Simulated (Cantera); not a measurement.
# Dilute partial oxidation

A perfectly stirred reactor is fed with 0.407 % CH₄, 0.238 % O₂, 99.4 % N₂, at 0.950 bar; it is held at 1600 K, and followed from long to short residence time.

Cantera simulation using GRI-Mech 3.0 (53 species, 325 reactions); the numbers are that mechanism's predictions, not measurements.

| τ (s) | x CH₄ | x O₂ | x C₂H | x CH₂O | x CH₂CO | x CO | x H₂O |
|---|---|---|---|---|---|---|---|
| 12 | 0.000332 | 6.71e-6 | 2.17e-9 | 2.82e-8 | 1.98e-7 | 0.00206 | 0.00209 |
| 2.3 | 0.000540 | 3.04e-5 | 3.13e-9 | 1.14e-7 | 6.70e-7 | 0.00171 | 0.00240 |
| 0.43 | 0.000786 | 0.000114 | 4.32e-9 | 4.77e-7 | 2.06e-6 | 0.00158 | 0.00245 |
| 0.079 | 0.00114 | 0.000376 | 5.76e-9 | 2.05e-6 | 4.63e-6 | 0.00142 | 0.00220 |
| 0.015 | 0.00200 | 0.00120 | 5.30e-9 | 9.05e-6 | 5.68e-6 | 0.000829 | 0.00131 |
| 0.0027 | 0.00395 | 0.00236 | 1.18e-11 | 9.31e-6 | 5.29e-8 | 9.80e-6 | 3.56e-5 |
| 0.00050 | 0.00406 | 0.00238 | <1e-12 | 4.33e-7 | 2.35e-11 | 3.38e-8 | 1.40e-6 |
x: mole fraction; the columns are a selection and need not sum to one.
